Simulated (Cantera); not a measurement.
A closed system holds: 1 mol CaCl2, 2.7 mol H2O, 0.42 mol H2, at 1577 °C and 0.100 bar.

Method: chemical equilibrium by Gibbs-energy minimisation in Cantera with the NASA 1993 tables (ideal gas, pure condensed phases). Condensed phases not in the tables: oxide chlorides. Rates play no part.

```json
[
 {"species": "H2O", "before": "0.521", "after": "0.506"},
 {"species": "HCl", "before": "0.265", "after": "0.298"},
 {"species": "H2", "before": "0.102", "after": "0.102"},
 {"species": "CaCl2", "before": "0.109", "after": "0.0936"},
 {"species": "CaCl", "before": "1.64e-5", "after": "3.53e-6"},
 {"species": "OH", "before": "0.000205", "after": "5.01e-5"},
 {"species": "Ca(OH)2", "before": "1.50e-5", "after": "4.18e-6"},
 {"species": "H", "before": "0.000545", "after": "0.000184"},
 {"species": "Cl", "before": "0.00107", "after": "0.000416"},
 {"species": "CaO(s), mol", "before": "0.549", "after": "0.614"}
]
```
Gas species are given as mole fractions.

Problem. What was changed between the two runs?
A. pressure from 0.100 bar to 0.0140 bar
B. H2 from 0.42 to 0.17 mol
C. temperature from 1577 °C to 1450 °C
D. H2 from 0.42 to 10 mol

Solution. C, temperature from 1577 °C to 1450 °C
